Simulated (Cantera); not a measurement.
Feed: 1 mol SiH2Cl2, 33 mol N2, 0.41 mol NH3, held at 75.0 Torr.

Cantera equilibrium calculation (NASA polynomials, part measured and part estimated; ideal gas, pure solids and liquids). Candidate condensed phases: NH4Cl, Si, Si3N4; 28 gas species. The tables' values for SiCl3 are old estimates; treat these amounts as uncertain. The numbers say what is thermodynamically allowed, not how fast it happens. All values below are at 1448 K.

Base state: N2 0.927, HCl 0.0504, H2 0.0207, SiCl2 0.00119, SiCl4 0.000664, SiCl3 0.000463, SiHCl3 2.34e-5 (mole fractions); condensed: Si3N4(s).

**Question.** What changes in the equilibrium state with this change: pressure from 75.0 Torr to 750 Torr?

**Answer.** 
```csv
species,before,after
N2,0.927,0.927
HCl,0.0504,0.0499
H2,0.0207,0.0210
SiCl2,0.00119,0.000249
SiCl4,0.000664,0.00135
SiHCl3,2.34e-5,4.85e-5
SiCl3,0.000463,0.000303
"Si3N4(s), mol",0.306,0.310
```
